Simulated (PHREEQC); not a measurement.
**Hard or scaling water (model solution)**

Consider water at 25 °C with 0.0089 mol CaSO4, 0.0011 mol CO2 and 0.063 mol KCl per kg of water. Closed to the air; pH follows from the charge balance.

Equilibrium calculation in PHREEQC: ion-association model, phreeqc.dat.

Each row changes one thing in this solution. No solid was allowed to form.

```json
[
 {"case": "as made", "pH": "4.69", "ionic strength (mol/kgw)": "0.0912", "Ca+2 (mol/kgw)": "0.00758", "SO4-2 (mol/kgw)": "0.00651", "CaSO4 (mol/kgw)": "0.00132", "HSO4- (mol/kgw)": "6.30e-6", "SI of Gypsum (CaSO4:2H2O)": "-0.54"},
 {"case": "KCl left out", "pH": "4.71", "ionic strength (mol/kgw)": "0.0264", "Ca+2 (mol/kgw)": "0.00658", "SO4-2 (mol/kgw)": "0.00658", "CaSO4 (mol/kgw)": "0.00231", "HSO4- (mol/kgw)": "7.86e-6", "SI of Gypsum (CaSO4:2H2O)": "-0.30"},
 {"case": "diluted 10-fold with water", "pH": "5.18", "ionic strength (mol/kgw)": "0.00960", "Ca+2 (mol/kgw)": "0.000835", "SO4-2 (mol/kgw)": "0.000811", "CaSO4 (mol/kgw)": "5.46e-5", "HSO4- (mol/kgw)": "3.89e-7", "SI of Gypsum (CaSO4:2H2O)": "-1.93"},
 {"case": "CO2 from 0.0011 to 0.00165 mol/kgw", "pH": "4.60", "ionic strength (mol/kgw)": "0.0912", "Ca+2 (mol/kgw)": "0.00758", "SO4-2 (mol/kgw)": "0.00651", "CaSO4 (mol/kgw)": "0.00132", "HSO4- (mol/kgw)": "7.74e-6", "SI of Gypsum (CaSO4:2H2O)": "-0.54"},
 {"case": "CO2 left out", "pH": "7.02", "ionic strength (mol/kgw)": "0.0912", "Ca+2 (mol/kgw)": "0.00758", "SO4-2 (mol/kgw)": "0.00652", "CaSO4 (mol/kgw)": "0.00133", "HSO4- (mol/kgw)": "2.94e-8", "SI of Gypsum (CaSO4:2H2O)": "-0.54"}
]
```
